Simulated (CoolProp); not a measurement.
R13 along the isobar 4.89 MPa: Z from the reference equation and from simpler models built on Tc = 29.9 °C, pc = 3.973 MPa, ω = 0.175; each cubic takes its own stable root.

Computed with CoolProp (reference Helmholtz-energy equation of state, Platzer 1990). This equation is an older, rougher fit; its heat capacities, sound speeds and derivatives of the liquid may be far off and weren't checked against measurements.

```json
[
 {"T (°C)": "-148.45", "phase": "liquid", "reference": "0.2788"},
 {"T (°C)": "-124.95", "phase": "liquid", "reference": "0.2457"},
 {"T (°C)": "-101.55", "phase": "liquid", "reference": "0.2228"},
 {"T (°C)": "-78.15", "phase": "liquid", "reference": "0.2068"},
 {"T (°C)": "-54.65", "phase": "liquid", "reference": "0.1960"},
 {"T (°C)": "-31.25", "phase": "liquid", "reference": "0.1902"},
 {"T (°C)": "-7.85", "phase": "liquid", "reference": "0.1900"},
 {"T (°C)": "15.65", "phase": "liquid", "reference": "0.2009"},
 {"T (°C)": "39.05", "phase": "supercritical", "reference": "0.3137"},
 {"T (°C)": "62.45", "phase": "supercritical", "reference": "0.6211"},
 {"T (°C)": "85.95", "phase": "supercritical", "reference": "0.7337"},
 {"T (°C)": "109.35", "phase": "supercritical", "reference": "0.8014"},
 {"T (°C)": "132.75", "phase": "supercritical", "reference": "0.8480"},
 {"T (°C)": "156.25", "phase": "supercritical", "reference": "0.8823"}
]
```

### Question
How far does each simpler model (van der Waals, Redlich-Kwong, Soave-Redlich-Kwong, Peng-Robinson) lie from the reference over these 14 states: mean and median of the absolute difference, and the worst?

### Answer
- van der Waals: mean 30.7 %, median 45.1 %, worst +54.6 % at -148.45 °C and 4.89 MPa
- Redlich-Kwong: mean 4.6 %, median 3.8 %, worst +12.3 % at 15.65 °C and 4.89 MPa
- Soave-Redlich-Kwong: mean 3.9 %, median 2.6 %, worst +12.7 % at 39.05 °C and 4.89 MPa
- Peng-Robinson: mean 5.4 %, median 5.6 %, worst -9.5 % at -78.15 °C and 4.89 MPa
